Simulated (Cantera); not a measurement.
# Chemical vapour transport: B + Cl2 + H2

Feed: 1 mol B, 0.045 mol Cl2, 0.061 mol H2, held at 475 °C and 0.100 bar.

These are equilibrium values from Cantera (NASA tables, ideal gas, pure condensed phases), not measurements of a reactor. Candidate condensed phases: B; 13 gas species. Gases not in the tables: BHCl2. Kinetics and transport are ignored.

x(H2): 0.657
x(BCl3): 0.321
x(HCl): 0.0213
n(B(s)): 0.971 mol
gas amount: 0.09132 mol
